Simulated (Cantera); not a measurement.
**Equilibrium for calcination and drying: LiOH + H2O**

Input: 1 mol LiOH, 6.8 mol H2O, equilibrated at 390 Torr.

Method: chemical equilibrium by Gibbs-energy minimisation in Cantera with the NASA 1993 tables (ideal gas, pure condensed phases). Candidate condensed phases: H2O, Li, LiH, LiOH, Li2O; 17 gas species. Equilibrium is a limit: real reactors are often held back by kinetics, nucleation or transport.

From 1225 K to 1625 K the condensed part is Li2O(s). The main Li-bearing gas is LiOH throughout. The share of Li in condensed phases is highest at 1225 K (98.5 %) and lowest at 1625 K (5.1 %).

```json
[
 {"T (K)": "1225", "log p H2O": "-0.28", "log p LiOH": "-3.05", "log p Li2(OH)2": "-4.07", "log p H2": "-5.20", "n Li2O(s)": "0.493"},
 {"T (K)": "1275", "log p H2O": "-0.29", "log p LiOH": "-2.75", "log p Li2(OH)2": "-3.89", "log p H2": "-4.92", "n Li2O(s)": "0.486"},
 {"T (K)": "1325", "log p H2O": "-0.29", "log p LiOH": "-2.47", "log p Li2(OH)2": "-3.71", "log p H2": "-4.66", "n Li2O(s)": "0.474"},
 {"T (K)": "1375", "log p H2O": "-0.29", "log p LiOH": "-2.22", "log p Li2(OH)2": "-3.56", "log p H2": "-4.43", "n Li2O(s)": "0.454"},
 {"T (K)": "1425", "log p H2O": "-0.29", "log p LiOH": "-1.98", "log p Li2(OH)2": "-3.42", "log p H2": "-4.20", "n Li2O(s)": "0.421"},
 {"T (K)": "1475", "log p H2O": "-0.30", "log p LiOH": "-1.77", "log p Li2(OH)2": "-3.29", "log p H2": "-4.00", "n Li2O(s)": "0.370"},
 {"T (K)": "1525", "log p H2O": "-0.31", "log p LiOH": "-1.57", "log p Li2(OH)2": "-3.17", "log p H2": "-3.81", "n Li2O(s)": "0.294"},
 {"T (K)": "1575", "log p H2O": "-0.32", "log p LiOH": "-1.38", "log p Li2(OH)2": "-3.07", "log p H2": "-3.64", "n Li2O(s)": "0.183"},
 {"T (K)": "1625", "log p H2O": "-0.34", "log p LiOH": "-1.21", "log p Li2(OH)2": "-2.98", "log p H2": "-3.48", "n Li2O(s)": "0.0257"}
]
```
log p: log10 of the partial pressure in bar; n: condensed amount in mol.
